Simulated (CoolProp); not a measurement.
Vapour-liquid equilibrium of dimethyl ether (1) + R236EA (2) at 0.181 MPa; x and y are mole fractions of (1).

The numbers come from the multi-fluid Helmholtz-energy mixture model, Wu 2011 and Rui 2013; pair parameters Bell 2016 in CoolProp.

Task: Give the bubble temperature and the first vapour's composition at x = 0.05, 0.35, 0.5. Is there an azeotrope?

Result: x = 0.05: 21.1 °C, y = 0.059; x = 0.35: 16.7 °C, y = 0.491; x = 0.5: 11.5 °C, y = 0.718. No azeotrope shows between x = 0.05 and 0.95.

The pair parameters rest on a limited set of measurements; away from them the model extrapolates.
